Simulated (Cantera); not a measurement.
A Cantera script and its output.

```python
import numpy as np
import cantera as ct

surf = ct.Interface("ptcombust.yaml", "Pt_surf")
gas = surf.adjacent["gas"]
gas.TPX = 300, 8700, {'H2': 0.035, 'O2': 0.17, 'N2': 0.79}
jet = ct.ImpingingJet(gas=gas, width=0.06, surface=surf)
jet.inlet.mdot, jet.inlet.T, jet.inlet.X = 0.036, 300, {'H2': 0.035, 'O2': 0.17, 'N2': 0.79}
jet.set_refine_criteria(ratio=10, slope=0.2, curve=0.3)
show, cover = ['H2', 'O2', 'H2O', 'OH'], ["PT(S)", "H(S)", "O(S)", "OH(S)", "CO(S)", "C(S)"]

rows = []
print(f"{'Ts/K':>7s}" + "".join(f"{s:>11s}" for s in show + cover) + "   (gas at the wall, coverages)")
for i, Ts in enumerate([700, 750, 800, 850, 900, 950, 1000, 1050]):
    jet.surface.T = Ts
    if i == 0:
        surf.TP = Ts, 8700
        surf.coverages = "PT(S):0.5, O(S):0.5"
        surf.advance_coverages(1.0)
        jet.set_initial_guess(products="inlet")
    jet.solve(loglevel=0, auto=(i == 0))
    rows.append([*(jet.X[gas.species_index(s), -1] for s in show), *surf[cover].coverages])
    print(f"{Ts:7g}" + "".join(f"{x:11.3e}" for x in rows[-1]))
```

Result:

```
   Ts/K         H2         O2        H2O         OH      PT(S)       H(S)       O(S)      OH(S)      CO(S)       C(S)   (gas at the wall, coverages)
    700  3.189e-03  1.369e-01  6.148e-02  1.846e-10  4.792e-02  3.104e-09  9.490e-01  3.078e-03  8.429e-24  6.168e-27
    750  2.617e-03  1.364e-01  6.225e-02  1.125e-09  6.188e-02  6.763e-09  9.356e-01  2.532e-03  3.281e-19  8.422e-26
    800  1.858e-03  1.357e-01  6.340e-02  5.083e-09  9.196e-02  1.820e-08  9.057e-01  2.303e-03  3.226e-19  2.178e-26
    850  1.314e-03  1.352e-01  6.415e-02  1.830e-08  1.371e-01  4.843e-08  8.608e-01  2.141e-03  1.408e-20  1.576e-26
    900  9.804e-04  1.349e-01  6.452e-02  5.615e-08  1.926e-01  1.148e-07  8.054e-01  1.963e-03 -3.852e-23 -1.538e-25
    950  7.700e-04  1.348e-01  6.467e-02  1.544e-07  2.544e-01  2.420e-07  7.439e-01  1.771e-03  1.710e-25  4.578e-28
   1000  6.357e-04  1.351e-01  6.420e-02  3.842e-07  3.190e-01  4.594e-07  6.794e-01  1.572e-03  6.339e-17  3.691e-27
   1050  5.054e-04  1.360e-01  6.292e-02  1.370e-06  3.840e-01  7.991e-07  6.146e-01  1.373e-03  2.124e-17 -2.218e-25
```

Detailed kinetics in Cantera: Deutschmann's 1995 Pt surface mechanism with GRI-Mech 3.0 gas chemistry. Catalytic surfaces can have several steady states; this one follows from the mechanism file's or the stated starting coverage.
